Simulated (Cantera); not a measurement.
A Cantera script and what it prints.

```python
import numpy as np
import cantera as ct

gas_names = """
    H HNO HNO2 HNO3 HO2 H2 H2O H2O2 N NH NH2 NH3 NH2OH NO NO2 NO3 N2 N2H2 N2H4 N2O O OH O2 O3 Si SiH
    SiH2 SiH3 SiH4 SiN SiO SiO2 Si2 Si2N Si3
""".split()
cond_names = """
    H2O(s) H2O(L) Si(cr) Si(L) SiO2(Lqz) SiO2(hqz) SiO2(L) Si2N2O(s) Si3N4(a)
""".split()


# ... load() reads the species with a 1 bar reference pressure and builds the phases ...
atoms = {
    'Si3N4': {'Si': 3, 'N': 4},
    'H2O': {'H': 2, 'O': 1},
    'H2': {'H': 2},
}
top_T = {'Si2N2O(s)': 2100, 'Si3N4(a)': 2400}  # K; cautious upper limits of use, not melting points


# ... equilibrate(T, P, feed) seeds the gas with the atoms and calls Mixture.equilibrate('TP', solver="vcs", rtol=1e-11, max_steps=5000) ...
results = []
T = 1475  # K
P = 0.35  # Pa
for m in [3.2, 4.9, 7.4, 11, 17, 25, 38, 58, 88, 130, 200, 300]:
    feed = {'Si3N4': 1, 'H2O': 0.0097, 'H2': m}  # mol
    mix = equilibrate(T, P, feed)
    results.append((T, P, feed, dict(zip(mix.species_names, mix.species_moles))))

top = {s: max(r[3][s] / sum(r[3][g] for g in gas_names) for r in results) for s in gas_names}
cols = sorted((s for s in top if top[s] > 0.001), key=lambda s: -top[s])[:8]
seen = [c for c in cond_names if any(r[3].get(c, 0) > 1e-12 for r in results)]
print("log10 of partial pressures in bar; condensed amounts in mol")
print(f"{'n(H2)':>10s}" + "".join(f"{s[:9]:>10s}" for s in cols + seen))
for T, P, feed, n in results:
    ng = sum(n[g] for g in gas_names)
    print(f"{feed['H2']:10.4g}" + "".join(f"{np.log10(max(n[s] / ng * P / 1e5, 1e-99)):10.3f}" for s in cols)
          + "".join(f"{n.get(c, 0):10.4g}" for c in seen))
```

It prints:

```
log10 of partial pressures in bar; condensed amounts in mol
     n(H2)        H2        N2         H       SiO        Si    Si(cr)
       3.2    -5.671    -5.874    -7.723    -8.189    -8.240     2.982
       4.9    -5.609    -5.997    -7.691    -8.311    -8.240     2.979
       7.4    -5.564    -6.131    -7.669    -8.445    -8.240     2.975
        11    -5.532    -6.272    -7.653    -8.586    -8.240     2.969
        17    -5.508    -6.436    -7.641    -8.750    -8.240     2.958
        25    -5.493    -6.589    -7.634    -8.903    -8.240     2.945
        38    -5.482    -6.759    -7.628    -9.074    -8.240     2.923
        58    -5.474    -6.935    -7.624    -9.250    -8.240      2.89
        88    -5.469    -7.111    -7.622    -9.426    -8.240      2.84
       130    -5.466    -7.278    -7.620    -9.592    -8.240      2.77
       200    -5.464    -7.463    -7.619    -9.777    -8.240     2.653
       300    -5.463    -7.637    -7.618    -9.951    -8.240     2.486
```

Method: chemical equilibrium by Gibbs-energy minimisation in Cantera with the NASA 1993 tables (ideal gas, pure condensed phases).
